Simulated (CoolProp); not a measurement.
Vapour-liquid equilibrium of n-heptane (1) + p-xylene (2) at 3.53 bar; x and y are mole fractions of (1).

Model: multi-fluid Helmholtz-energy mixture model, Span 2003 and Zhou 2012; pair parameters Bell 2016, in CoolProp.

### Question
Give the bubble temperature and the first vapour's composition at x = 0.5, 0.65, 0.95. Is there an azeotrope?

### Answer
x = 0.5: 163.1 °C, y = 0.698; x = 0.65: 157.7 °C, y = 0.804; x = 0.95: 148.8 °C, y = 0.975. No azeotrope shows between x = 0.05 and 0.95.

Pair parameters are fitted to limited data, so mixtures are less certain than the pure fluids.
